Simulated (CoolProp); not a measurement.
Isopentane along the isotherm 352.1 K: Z from the reference equation and from simpler models built on Tc = 460.3 K, pc = 3378 kPa, ω = 0.227; each cubic takes its own stable root.

Computed with CoolProp (reference Helmholtz-energy equation of state, Lemmon 2006). It is a short technical equation, of lower accuracy than the large ones.

```csv
p (kPa),phase,reference,van der Waals,Redlich-Kwong
53.4,gas,0.9868,0.9911,0.9885
86.3,gas,0.9785,0.9856,0.9813
139,gas,0.9649,0.9765,0.9695
225,gas,0.9418,0.9615,0.9499
364,gas,0.9019,0.9362,0.9166
588,liquid,0.02608,0.8923,0.8578
950,liquid,0.04207,0.8097,0.04780
1530,liquid,0.06757,0.1093,0.07648
2480,liquid,0.1091,0.1742,0.1227
4010,liquid,0.1752,0.2754,0.1956
6470,liquid,0.2800,0.4321,0.3093
10500,liquid,0.4482,0.6783,0.4887
16900,liquid,0.7080,1.053,0.7615
```

At some of these states van der Waals, Redlich-Kwong gives the other phase, because its saturation line lies elsewhere.
